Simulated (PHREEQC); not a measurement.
PHREEQC input (ion-association model, phreeqc.dat):

```
SOLUTION_MASTER_SPECIES
  Tma  Tma+  0  Tma  74.145  # tetramethylammonium, taken as a free cation
SOLUTION_SPECIES
  Tma+ = Tma+
    -log_k 0
    -gamma 4.0 0
SOLUTION 1
  temp 25
  units mol/kgw
  pH 7 charge
  Cl 0.068
  Tma 0.085
  C(4) 0.039
  K 0.039
SOLUTION 2
  temp 25
  units mol/kgw
  pH 7 charge
  B 0.0056
  Na 0.0028
END
SELECTED_OUTPUT 1
  -reset false
  -pH true
  -pe true
  -ionic_strength true
  -water true
  -totals B C Cl K Na Tma C(-4) C(4)
  -molalities H+ Na+ K+ Cl- CO3-2 H3BO3 OH- O2 HCO3- CO2
    (CO2)2 H2BO3- NaOH NaCO3- NaHCO3 Tma+
  -equilibrium_phases Halite Sylvite
PRINT
  -reset false
MIX 1
  1 1
  2 0
EQUILIBRIUM_PHASES 1
  Halite 0 0
  Sylvite 0 0
  O2(g) -0.68 10
END
# ... the last block is repeated for the other 10 points of share of solution B
```

Selected output (columns that matter, 11 of 11 rows; share of solution B added in front):

```
share of solution B	pH	mu	B	C	Cl	K	Na	Tma	m_H+	m_Na+	m_K+	m_Cl-	m_CO3-2	m_H3BO3
0	9.8679	0.1409	0	0.039	0.068	0.039	0	0.085	1.6707e-10	0	0.039	0.068	0.016904	0
0.1	9.8676	0.12684	0.00056	0.0351	0.0612	0.0351	0.00028	0.0765	1.6629e-10	0.00025292	0.0351	0.0612	0.014983	8.3753e-05
0.2	9.8659	0.11278	0.00112	0.0312	0.0544	0.0312	0.00056	0.068	1.6596e-10	0.00051048	0.0312	0.0544	0.013069	0.0001697
0.3	9.8621	0.098737	0.00168	0.0273	0.0476	0.0273	0.00084	0.0595	1.6634e-10	0.00077316	0.0273	0.0476	0.011164	0.00025925
0.4	9.8547	0.084713	0.00224	0.0234	0.0408	0.0234	0.00112	0.051	1.679e-10	0.0010415	0.0234	0.0408	0.0092717	0.0003549
0.5	9.8417	0.070714	0.0028	0.0195	0.034	0.0195	0.0014	0.0425	1.7149e-10	0.0013163	0.0195	0.034	0.0073972	0.00046122
0.6	9.8186	0.05675	0.00336	0.0156	0.0272	0.0156	0.00168	0.034	1.7892e-10	0.0015985	0.0156	0.0272	0.0055519	0.00058762
0.7	9.7765	0.042849	0.00392	0.0117	0.0204	0.0117	0.00196	0.0255	1.9452e-10	0.001889	0.0117	0.0204	0.0037597	0.00075597
0.8	9.6942	0.029072	0.00448	0.0078	0.0136	0.0078	0.00224	0.017	2.3098e-10	0.0021889	0.0078	0.0136	0.0020833	0.0010263
0.9	9.5224	0.015605	0.00504	0.0039	0.0068	0.0039	0.00252	0.0085	3.3429e-10	0.0024961	0.0039	0.0068	0.00070869	0.0015855
1	9.2091	0.0028	0.0056	0	0	0	0.0028	0	6.5194e-10	0.0028	0	0	0	0.0028174
```

Complexes and solids missing from the database can't appear. (CH3)4N+ isn't in the database: it is added as a free cation with an ion size of 4 Å.
